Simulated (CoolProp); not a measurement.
Vapour-liquid equilibrium of CH2F2 (R32) (1) + R125 (2) at 182.5 K; x and y are mole fractions of (1).

Computed with CoolProp (multi-fluid Helmholtz-energy mixture model, Tillner-Roth 1997 and Lemmon 2005; pair parameters Lemmon 2004).

```
x     bubble pressure (MPa)  y at the bubble point  dew pressure at overall composition x (MPa)  liquid density (mol/L)
----  ---------------------  ---------------------  -------------------------------------------  ----------------------
0.05               0.007001                  0.062                                     0.006983                   14.15
0.15               0.007197                  0.185                                     0.007138                   14.85
0.25               0.007409                  0.304                                     0.007310                   15.61
0.35               0.007626                  0.414                                     0.007499                   16.45
0.45               0.007834                  0.515                                     0.007699                   17.39
0.55               0.008025                  0.609                                     0.007906                   18.43
0.65               0.008191                  0.696                                     0.008106                   19.61
0.75               0.008324                  0.778                                     0.008282                   20.94
0.85               0.008413                  0.861                                     0.008405                   22.48
0.95               0.008442                  0.949                                     0.008442                   24.27
```

y crosses x between x = 0.85 and 0.95: the model has an azeotrope there.

Pair parameters are fitted to limited data, so mixtures are less certain than the pure fluids.
